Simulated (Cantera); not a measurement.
Feed: 1 mol CH3SiH3, 0.033 mol C2H2, 1.8 mol H2, held at 1.70 mbar.

Equilibrium computed with Cantera from the NASA thermochemical tables; the gas is ideal and each condensed phase is pure. Candidate condensed phases: C, C6H6, C7H8, C8H18, Si, SiC; 87 gas species. The feed counts by its element totals alone. Kinetics and transport are ignored. All values below are at 1350 °C.

Base state: H2 0.998, H 0.00167, C2H2 (acetylene) 3.48e-5 (mole fractions); condensed: C(graphite) + SiC(s).

What changes in the equilibrium state with this change: pressure from 1.70 mbar to 0.100 bar?


| species | before | after |
|---|---|---|
| H2 | 0.998 | 1.000 |
| H | 0.00167 | 0.000219 |
| CH4 | 2.51e-6 | 0.000148 |
| C2H2 (acetylene) | 3.48e-5 | 3.48e-5 |
| C(graphite), mol | 0.0657 | 0.0649 |
| SiC(s), mol | 1.000 | 1.000 |
